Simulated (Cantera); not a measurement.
Input: 1 mol AlN, 0.022 mol H2, equilibrated at 3000 K and 0.00360 bar.

Equilibrium computed with Cantera from the NASA thermochemical tables; the gas is ideal and each condensed phase is pure. Candidate condensed phases: Al, AlN; 13 gas species. Kinetics and transport are ignored.

Base state: Al 0.648, N2 0.324, H 0.0282, N 0.000132, H2 0.000115, AlH 2.70e-5, Al2 1.42e-5 (mole fractions); condensed: gas only.

Problem. What changes in the equilibrium state with this change: H2 from 0.022 to 0.3 mol?

Solution. 
| species | before | after |
|---|---|---|
| Al | 0.648 | 0.481 |
| H | 0.0282 | 0.268 |
| N2 | 0.324 | 0.241 |
| H2 | 0.000115 | 0.0104 |
| AlH | 2.70e-5 | 0.000190 |
| Al2 | 1.42e-5 | 7.81e-6 |

Problem. What changes in the equilibrium state with this change: temperature from 3000 K to 1698.15 K?

Solution. 
```json
[
 {"species": "H2", "before": "0.000115", "after": "0.993"},
 {"species": "Al", "before": "0.648", "after": "0.00285"},
 {"species": "H", "before": "0.0282", "after": "0.00241"},
 {"species": "N2", "before": "0.324", "after": "0.00148"},
 {"species": "N", "before": "0.000132", "after": "<1e-9"},
 {"species": "Al2", "before": "1.42e-5", "after": "5.69e-8"},
 {"species": "AlN(s), mol", "before": "0", "after": "1.000"}
]
```
